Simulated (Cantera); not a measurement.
Charge: 1 mol SiC, 0.19 mol H2O, 80 mol N2, equilibrated at 3900 Torr.

Cantera equilibrium calculation (NASA polynomials, part measured and part estimated; ideal gas, pure solids and liquids). Candidate condensed phases: C, C6H6, C7H8, C8H18, H2O, Si, SiC, SiO2, Si2N2O, Si3N4; 151 gas species. N2 is the only nitrogen source here; it is nearly inert below about 1500 K, so the nitride shown seldom forms there in practice. Mutual solubility and eutectic melting of coexisting phases are not modelled. Equilibrium is a limit: real reactors are often held back by kinetics, nucleation or transport.

Problem. Which condensed phases are stable at each of these points (T (K)): 1323, 1423, 1523, 1623, 1723, 1823, 1923, 2023, 2123, 2223?

Solution. 
| T (K) | condensed phases | Si condensed (%) |
|---|---|---|
| 1323 | C(graphite) + Si2N2O(s) + Si3N4(s) | 100.0 |
| 1423 | C(graphite) + Si2N2O(s) + Si3N4(s) | 100.0 |
| 1523 | C(graphite) + Si2N2O(s) + Si3N4(s) | 100.0 |
| 1623 | C(graphite) + Si2N2O(s) + Si3N4(s) | 100.0 |
| 1723 | C(graphite) + Si2N2O(s) + Si3N4(s) | 100.0 |
| 1823 | C(graphite) + Si3N4(s) | 99.9 |
| 1923 | SiC(s) + Si3N4(s) | 99.8 |
| 2023 | SiC(s) + Si3N4(s) | 99.2 |
| 2123 | SiC(s) + Si3N4(s) | 97.7 |
| 2223 | SiC(s) + Si3N4(s) | 94.0 |

From 1323 K to 1723 K the condensed part is C(graphite) + Si2N2O(s) + Si3N4(s). At 1823 K the condensed part is C(graphite) + Si3N4(s). From 1923 K to 2223 K the condensed part is SiC(s) + Si3N4(s).
